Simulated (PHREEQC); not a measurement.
Solution (67 °C): 0.0061 mol/kgw HF, 0.00075 mol/kgw (CH3)4NF, 0.0003 mol/kgw H2SiF6 and 0.026 mol/kgw HCl. Closed to the air; pH follows from the charge balance.

Computed with PHREEQC (ion-association model, phreeqc.dat).

```
quantity                    before    after
------------------------  --------  -------
pH                            1.66     2.92
ionic strength (mol/kgw)    0.0262   0.0283
HF (mol/kgw)               0.00842  0.00572
F- (mol/kgw)              0.000135  0.00170
HF2- (mol/kgw)             4.97e-6  4.28e-5
```

**Question.** Which change was made?
A) HCl from 0.026 to 0.26 mol/kgw
B) diluted 5-fold with water
C) HCl replaced by LiCl at the same molality
D) diluted 100-fold with water
E) temperature from 67 to 40 °C

**Answer.** C, HCl replaced by LiCl at the same molality

Precipitation was switched off in this run. (CH3)4N+ isn't in the database: it is added as a free cation with an ion size of 4 Å. Away from 25 °C the constants follow the database's enthalpies or fits; those with neither stay at their 25 °C values. SiF6-2 is the database's only silicon fluoride.
